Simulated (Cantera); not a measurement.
Ignition delay

Mixture: 10.4 % CH₄, 2.91 % C₂H₆, 18.2 % O₂, 68.5 % N₂, at 100000 Pa, adiabatic and at constant volume. Ignition delay is the time to a rise of 400 K.

Cantera simulation using GRI-Mech 3.0 (53 species, 325 reactions); the numbers are that mechanism's predictions, not measurements.

```json
[
 {"T0 (K)": "1248", "delay (ms)": "1.35"},
 {"T0 (K)": "1348", "delay (ms)": "0.461"},
 {"T0 (K)": "1448", "delay (ms)": "0.199"},
 {"T0 (K)": "1548", "delay (ms)": "0.0952"},
 {"T0 (K)": "1648", "delay (ms)": "0.0497"},
 {"T0 (K)": "1748", "delay (ms)": "0.0284"},
 {"T0 (K)": "1848", "delay (ms)": "0.0176"}
]
```

| Quantity | Value |
|---|---|
| apparent activation energy between 1648 and 1848 K | 130 kJ/mol |
